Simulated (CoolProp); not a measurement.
Vapour-liquid equilibrium of R134a (1) + isobutane (2) at 15.2 bar; x and y are mole fractions of (1).

Model: multi-fluid Helmholtz-energy mixture model, Tillner-Roth 1994 and Bücker 2006; pair parameters Bell 2016, in CoolProp.

Question: Give the bubble temperature and the first vapour's composition at x = 0.15, 0.25, 0.85. Is there an azeotrope?

Answer: x = 0.15: 67.1 °C, y = 0.347; x = 0.25: 60.6 °C, y = 0.464; x = 0.85: 52.3 °C, y = 0.820. y crosses x between x = 0.65 and 0.75: the model has an azeotrope there.

The pair parameters rest on a limited set of measurements; away from them the model extrapolates.
